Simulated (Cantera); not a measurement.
An adiabatic, constant-pressure homogeneous reactor starts with CH₃OH : O₂ : N₂ = 1 : 0.882 : 3.32 (molar parts), equivalence ratio 1.7, at 1575 K and 101000 Pa.

Model: GRI-Mech 3.0 (53 species, 325 reactions), integrated in Cantera. GRI-Mech 3.0 was tuned for natural gas; its chemistry of methanol as a main component is partial and can be far from experiment.

### Question
Predict: time of steepest temperature rise; temperature at 0.300 s; equilibrium temperature; x(O₂) at 0.300 s; x(CO₂) at 0.300 s; x(HCO) at 0.300 s; x(NO) at 0.300 s; x(CH₂O) at 0.300 s; x(HO₂) at 0.300 s.

### Answer
- time of steepest temperature rise = 97.5 µs
- temperature at 0.300 s = 2695 K
- equilibrium temperature = 2695 K
- x(O₂) at 0.300 s = 0.00136 (gas-phase equilibrium 0.00136)
- x(CO₂) at 0.300 s = 0.0432 (gas-phase equilibrium 0.0432)
- x(HCO) at 0.300 s = 1.99e-7 (gas-phase equilibrium 1.99e-7)
- x(NO) at 0.300 s = 0.00206 (gas-phase equilibrium 0.00206)
- x(CH₂O) at 0.300 s = 3.80e-9 (gas-phase equilibrium 3.80e-9)
- x(HO₂) at 0.300 s = 7.67e-7 (gas-phase equilibrium 7.67e-7)
